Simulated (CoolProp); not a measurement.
Properties of R365MFC along the isobar 15.1 MPa.

Values from CoolProp's reference Helmholtz-energy equation of state, Lemmon 2016.

```json
[
 {"T (K)": "280", "phase": "liquid", "density (kg/m³)": "1323", "cp (kJ/(kg K))": "1.323", "expansivity (1/kK)": "1.375", "fugacity coefficient": "0.003482"},
 {"T (K)": "294.7", "phase": "liquid", "density (kg/m³)": "1296", "cp (kJ/(kg K))": "1.346", "expansivity (1/kK)": "1.418", "fugacity coefficient": "0.006462"},
 {"T (K)": "309.3", "phase": "liquid", "density (kg/m³)": "1269", "cp (kJ/(kg K))": "1.369", "expansivity (1/kK)": "1.467", "fugacity coefficient": "0.01110"},
 {"T (K)": "324", "phase": "liquid", "density (kg/m³)": "1242", "cp (kJ/(kg K))": "1.393", "expansivity (1/kK)": "1.524", "fugacity coefficient": "0.01795"},
 {"T (K)": "338.7", "phase": "liquid", "density (kg/m³)": "1214", "cp (kJ/(kg K))": "1.418", "expansivity (1/kK)": "1.590", "fugacity coefficient": "0.02751"},
 {"T (K)": "353.3", "phase": "liquid", "density (kg/m³)": "1185", "cp (kJ/(kg K))": "1.444", "expansivity (1/kK)": "1.664", "fugacity coefficient": "0.04011"},
 {"T (K)": "368", "phase": "liquid", "density (kg/m³)": "1156", "cp (kJ/(kg K))": "1.470", "expansivity (1/kK)": "1.750", "fugacity coefficient": "0.05629"},
 {"T (K)": "382.7", "phase": "liquid", "density (kg/m³)": "1126", "cp (kJ/(kg K))": "1.497", "expansivity (1/kK)": "1.849", "fugacity coefficient": "0.07622"},
 {"T (K)": "397.3", "phase": "liquid", "density (kg/m³)": "1095", "cp (kJ/(kg K))": "1.525", "expansivity (1/kK)": "1.962", "fugacity coefficient": "0.09982"},
 {"T (K)": "412", "phase": "liquid", "density (kg/m³)": "1063", "cp (kJ/(kg K))": "1.554", "expansivity (1/kK)": "2.091", "fugacity coefficient": "0.1274"},
 {"T (K)": "426.7", "phase": "liquid", "density (kg/m³)": "1029", "cp (kJ/(kg K))": "1.584", "expansivity (1/kK)": "2.239", "fugacity coefficient": "0.1585"},
 {"T (K)": "441.3", "phase": "liquid", "density (kg/m³)": "995.2", "cp (kJ/(kg K))": "1.614", "expansivity (1/kK)": "2.407", "fugacity coefficient": "0.1927"},
 {"T (K)": "456", "phase": "liquid", "density (kg/m³)": "959.2", "cp (kJ/(kg K))": "1.645", "expansivity (1/kK)": "2.597", "fugacity coefficient": "0.2299"},
 {"T (K)": "470.7", "phase": "supercritical", "density (kg/m³)": "921.9", "cp (kJ/(kg K))": "1.677", "expansivity (1/kK)": "2.810", "fugacity coefficient": "0.2694"},
 {"T (K)": "485.3", "phase": "supercritical", "density (kg/m³)": "883.3", "cp (kJ/(kg K))": "1.709", "expansivity (1/kK)": "3.045", "fugacity coefficient": "0.3103"},
 {"T (K)": "500", "phase": "supercritical", "density (kg/m³)": "843.1", "cp (kJ/(kg K))": "1.740", "expansivity (1/kK)": "3.301", "fugacity coefficient": "0.3525"}
]
```
